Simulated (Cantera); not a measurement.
A jet of H2 : O2 : N2 = 0.018 : 0.081 : 0.79 (molar parts), equivalence ratio 0.11 at 300 K and 59.3 Torr hits a platinum plate 5.9 cm away at a mass flux of 0.052 kg/m²/s; the plate temperature is set and raised in steps from an oxygen-covered start.

Model: Deutschmann's 1995 Pt surface mechanism with GRI-Mech 3.0 gas chemistry, integrated in Cantera. Catalytic surfaces can have several steady states; this one follows from the mechanism file's or the stated starting coverage.

x: mole fraction at the wall; θ: surface coverage.

```csv
plate T (K),wall x H2,wall x O2,wall x H2O,wall x OH,θ free Pt,θ O*,θ OH*
600,0.00214,0.0717,0.0352,<1e-8,0.0492,0.946,___
650,0.00212,0.0717,0.0350,<1e-8,0.0521,0.945,___
700,0.00197,0.0716,0.0350,<1e-8,0.0587,0.939,___
750,0.00158,0.0713,0.0355,<1e-8,0.0778,0.920,___
800,0.00113,0.0709,0.0362,<1e-8,0.115,0.883,___
850,0.000819,0.0706,0.0366,1.28e-8,0.168,0.830,___
900,0.000622,0.0704,0.0368,4.01e-8,0.230,0.768,___
```

**Question.** Complete the blanks.

**Answer.** 
- 600, θ OH*: 0.00496
- 650, θ OH*: 0.00334
- 700, θ OH*: 0.00244
- 750, θ OH*: 0.00203
- 800, θ OH*: 0.00184
- 850, θ OH*: 0.00168
- 900, θ OH*: 0.00151
